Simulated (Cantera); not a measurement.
Charge: 1 mol Si, a varied amount of NF3, at 352 °C and 10.0 mbar.

Method: chemical equilibrium by Gibbs-energy minimisation in Cantera with the NASA 1993 tables (ideal gas, pure condensed phases). Candidate condensed phases: Si, Si3N4; 16 gas species. Equilibrium is a limit: real reactors are often held back by kinetics, nucleation or transport.

**Question.** Which condensed phases are stable at each of these points (n(NF3) (mol)): 0.6, 1.4, 2.1, 2.9, 3.6, 4.4, 5.1, 5.9, 6.6?

**Answer.** 
```json
[
 {"n(NF3) (mol)": "0.6", "condensed phases": "Si(s) + Si3N4(s)", "Si condensed (%)": "55.0"},
 {"n(NF3) (mol)": "1.4", "condensed phases": "gas only", "Si condensed (%)": "0.0"},
 {"n(NF3) (mol)": "2.1", "condensed phases": "gas only", "Si condensed (%)": "0.0"},
 {"n(NF3) (mol)": "2.9", "condensed phases": "gas only", "Si condensed (%)": "0.0"},
 {"n(NF3) (mol)": "3.6", "condensed phases": "gas only", "Si condensed (%)": "0.0"},
 {"n(NF3) (mol)": "4.4", "condensed phases": "gas only", "Si condensed (%)": "0.0"},
 {"n(NF3) (mol)": "5.1", "condensed phases": "gas only", "Si condensed (%)": "0.0"},
 {"n(NF3) (mol)": "5.9", "condensed phases": "gas only", "Si condensed (%)": "0.0"},
 {"n(NF3) (mol)": "6.6", "condensed phases": "gas only", "Si condensed (%)": "0.0"}
]
```

At 0.6 mol NF3 the condensed part is Si(s) + Si3N4(s). From 1.4 mol NF3 to 6.6 mol NF3 nothing is condensed.
